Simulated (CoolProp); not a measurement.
The numbers come from the reference Helmholtz-energy equation of state, Tillner-Roth 1997 in CoolProp.

**Question.** For CH2F2 (R32), give the phase and the cv (kJ/(kg K)), Prandtl number at 177.8 K and 4.76 MPa; 228.3 K and 4.76 MPa; 278.7 K and 4.76 MPa.

**Answer.** 
- 177.8 K and 4.76 MPa: liquid; cv 0.985, Prandtl number 4.49
- 228.3 K and 4.76 MPa: liquid; cv 0.939, Prandtl number 2.36
- 278.7 K and 4.76 MPa: liquid; cv 0.940, Prandtl number 1.69

Viscosity comes from a separate model (Bell 2016), an estimate that may be off by 10 % or more. Thermal conductivity comes from a separate model (Huber 2003), an estimate that may be off by 10 % or more.
